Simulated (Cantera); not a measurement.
Feed: 1 mol B2H6, 1.5 mol H2, at 1227 °C and 0.100 bar.

These are equilibrium values from Cantera (NASA tables, ideal gas, pure condensed phases), not measurements of a reactor. Candidate condensed phases: B; 7 gas species. The feed counts by its element totals alone. Kinetics and transport are ignored.

Q: What is the equilibrium state?

A: 
```json
{
  "x(H2)": "1.000",
  "x(H)": "5.57e-5",
  "x(BH2)": "9.89e-6",
  "x(BH3)": "1.94e-6",
  "n(B(s))": "2.00 mol",
  "gas_amount": "4.500 mol"
}
```
